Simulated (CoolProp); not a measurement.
Vapour-liquid equilibrium of R1234yf (1) + R1234ze(E) (2) at 0.0575 bar; x and y are mole fractions of (1).

Computed with CoolProp (multi-fluid Helmholtz-energy mixture model, Lemmon 2022 and Thol 2016; pair parameters Bell 2022).

| x | bubble temperature (K) | y at the bubble point | dew temperature at overall composition x (K) | liquid density (mol/L) |
|---|---|---|---|---|
| 0.05 | 202.9 | 0.103 | 203.3 | 12.48 |
| 0.125 | 201.8 | 0.235 | 202.7 | 12.47 |
| 0.2 | 200.9 | 0.347 | 202.1 | 12.46 |
| 0.275 | 200.0 | 0.444 | 201.5 | (withheld) |
| 0.35 | 199.2 | 0.528 | 200.9 | 12.43 |
| 0.425 | 198.5 | 0.604 | 200.2 | 12.41 |
| 0.5 | 197.8 | 0.672 | 199.5 | 12.39 |
| 0.575 | 197.2 | 0.734 | 198.8 | 12.36 |
| 0.65 | 196.5 | 0.791 | 198.0 | 12.34 |
| 0.725 | 195.9 | (withheld) | 197.3 | 12.32 |
| 0.8 | 195.3 | 0.891 | (withheld) | 12.29 |
| 0.875 | 194.8 | (withheld) | (withheld) | 12.27 |
| 0.95 | 194.2 | (withheld) | 194.6 | 12.24 |

**Question.** Fill in the missing entries.

**Answer.** 
- 0.275, liquid density (mol/L): 12.44
- 0.725, y at the bubble point: 0.843
- 0.8, dew temperature at overall composition x (K): 196.4
- 0.875, y at the bubble point: 0.935
- 0.875, dew temperature at overall composition x (K): 195.5
- 0.95, y at the bubble point: 0.975

No azeotrope shows between x = 0.05 and 0.95.

Pair parameters are fitted to limited data, so mixtures are less certain than the pure fluids.
